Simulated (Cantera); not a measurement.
Low-pressure radical oxidation in H2/O2

A perfectly stirred reactor is fed with 5.66 % H2, 94.3 % O2, at 1330 Pa; it is held at 1073 K, and followed from long to short residence time.

Detailed kinetics in Cantera: GRI-Mech 3.0 (53 species, 325 reactions). Radical loss at walls, strong at low pressure, is not modelled. The temperature is held fixed by assumption; the heat of reaction is taken as removed at once.

```json
[
 {"τ (s)": "4.4", "x H2": "0.000129", "x O2": "0.941", "x O": "0.000766", "x H": "4.60e-5", "x HO2": "1.59e-6", "x H2O": "0.0579", "x OH": "0.000390"},
 {"τ (s)": "1.1", "x H2": "0.000291", "x O2": "0.940", "x O": "0.00185", "x H": "0.000179", "x HO2": "2.54e-6", "x H2O": "0.0575", "x OH": "0.000630"},
 {"τ (s)": "0.29", "x H2": "0.000627", "x O2": "0.937", "x O": "0.00413", "x H": "0.000641", "x HO2": "3.68e-6", "x H2O": "0.0566", "x OH": "0.00100"},
 {"τ (s)": "0.076", "x H2": "0.00136", "x O2": "0.932", "x O": "0.00851", "x H": "0.00211", "x HO2": "4.85e-6", "x H2O": "0.0546", "x OH": "0.00159"},
 {"τ (s)": "0.020", "x H2": "0.00300", "x O2": "0.924", "x O": "0.0147", "x H": "0.00565", "x HO2": "5.75e-6", "x H2O": "0.0504", "x OH": "0.00243"},
 {"τ (s)": "0.0051", "x H2": "0.00722", "x O2": "0.917", "x O": "0.0186", "x H": "0.0106", "x HO2": "6.14e-6", "x H2O": "0.0427", "x OH": "0.00348"},
 {"τ (s)": "0.0013", "x H2": "0.0187", "x O2": "0.920", "x O": "0.0152", "x H": "0.0115", "x HO2": "5.85e-6", "x H2O": "0.0301", "x OH": "0.00419"},
 {"τ (s)": "0.00034", "x H2": "0.0452", "x O2": "0.936", "x O": "0.00479", "x H": "0.00353", "x HO2": "4.35e-6", "x H2O": "0.00853", "x OH": "0.00217"}
]
```
x: mole fraction; the columns are a selection and need not sum to one.
